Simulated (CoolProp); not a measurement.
Vapour-liquid equilibrium of carbon dioxide (1) + R227EA (2) at 238.9 K; x and y are mole fractions of (1).

Values from CoolProp's multi-fluid Helmholtz-energy mixture model, Span 1996 and Lemmon 2016; pair parameters Bell 2016.

| x | bubble pressure, mixture model (bar) | bubble pressure, Raoult's law (bar) | y, mixture model | y, Raoult's law |
|---|---|---|---|---|
| 0.05 | 0.9774 | 1.031 | 0.566 | 0.599 |
| 0.125 | 1.812 | 1.924 | 0.777 | 0.802 |
| 0.2 | ? | 2.817 | 0.857 | 0.876 |
| 0.275 | 3.506 | 3.711 | 0.898 | 0.915 |
| 0.35 | 4.351 | 4.604 | 0.923 | 0.938 |
| 0.425 | 5.192 | 5.497 | 0.941 | 0.954 |
| 0.5 | 6.035 | 6.390 | 0.954 | 0.966 |
| 0.575 | 6.887 | 7.283 | 0.964 | 0.975 |
| 0.65 | 7.760 | 8.176 | 0.972 | 0.981 |
| 0.725 | 8.664 | 9.069 | 0.980 | 0.987 |
| 0.8 | ? | 9.962 | 0.986 | 0.991 |
| 0.875 | 10.60 | 10.86 | ? | 0.995 |
| 0.95 | 11.64 | 11.75 | 0.997 | 0.998 |

**Question.** Fill in the missing entries.

**Answer.** 
- 0.2, bubble pressure, mixture model (bar): 2.659
- 0.8, bubble pressure, mixture model (bar): 9.611
- 0.875, y, mixture model: 0.992

The largest gap from Raoult's law is -5.8 % in bubble pressure, at x = 0.125. No azeotrope shows between x = 0.05 and 0.95.

The pair parameters rest on a limited set of measurements; away from them the model extrapolates.
